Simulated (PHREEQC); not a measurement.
0.011 g of hydrous ferric oxide (600 m²/g; 0.2 weak and 0.005 strong sites per Fe, Dzombak-Morel constants, diffuse double layer) in 1 kg of water with 0.3 mol/kgw of an inert sodium salt and 2.6e-05 mmol/kgw Na2SO4 and 0.0001 mmol/kgw MgCl2, at 25 °C; the pH is set by adding NaOH or the inert anion's acid. Oxygen alone is held at its pressure in air (log pO2 = -0.68). CO2 from the air is kept out. No solid was allowed to form.

The numbers come from PHREEQC with the ion-association model, wateq4f.dat.

**Question.** Predict surface charge σ (C/m²) at pH = 5.67, 6.33, 8.33, 9.67, 10.33.

**Answer.** 
```
pH     surface charge σ (C/m²)
-----  -----------------------
5.67                     0.191
6.33                     0.121
8.33                    -0.012
9.67                    -0.101
10.33                   -0.165
```

Complexes and solids missing from the database can't appear. The oxide is taken as insoluble; below pH 4 it would dissolve.
